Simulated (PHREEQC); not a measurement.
Consider water at 25 °C with 3.1 mol/kgw K2CO3, 0.003 mol/kgw Na2B4O7 and 0.0014 mol/kgw H4SiO4. Closed to the air; pH follows from the charge balance.

All values are PHREEQC results (Pitzer model, pitzer.dat), not measurements.

Each row changes one thing in this solution. This is a speciation only: nothing precipitates in the calculation.

| case | pH | ionic strength (mol/kgw) | HCO3- (mol/kgw) | H2SiO4-2 (mol/kgw) | H3SiO4- (mol/kgw) | B(OH)3 (mol/kgw) | SI of Kalicinite (KHCO3) | SI of SiO2(a) (SiO2) |
|---|---|---|---|---|---|---|---|---|
| as made | 12.39 | 9.29 | 0.0136 | 0.00113 | 0.000266 | 3.54e-5 | -2.15 | -3.75 |
| Na2B4O7 from 0.003 to 0.0003 mol/kgw | 12.52 | 9.29 | 0.0101 | 0.00119 | 0.000208 | 2.63e-6 | -2.28 | -3.99 |
| diluted 100-fold with water | 11.19 | 0.0910 | 0.00204 | 3.15e-7 | 1.33e-5 | 1.05e-6 | -4.52 | -3.69 |
| diluted 5-fold with water | 11.68 | 1.85 | 0.00702 | 6.97e-5 | 0.000209 | 6.94e-6 | -3.01 | -3.17 |
| K2CO3 from 3.1 to 3.41 mol/kgw | 12.49 | 10.2 | 0.0137 | 0.00119 | 0.000212 | 3.54e-5 | -2.10 | -3.93 |
| diluted 2-fold with water | 11.97 | 4.64 | 0.00999 | 0.000372 | 0.000327 | 1.55e-5 | -2.57 | -3.30 |

In brines, pH and single-ion activities rest on the MacInnes convention.
